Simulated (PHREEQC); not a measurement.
**Copper plating or etch bath: speciation**

Consider water at 25 °C with 0.7 mmol/kgw CuCl2, 0.28 mmol/kgw HNO3 and 2.7 mmol/kgw NaCl. Closed to the air; pH follows from the charge balance.

Equilibrium calculation in PHREEQC: ion-association model, wateq4f.dat.

No solid was allowed to form.

Task: Estimate the pH.

Result: pH 3.58.
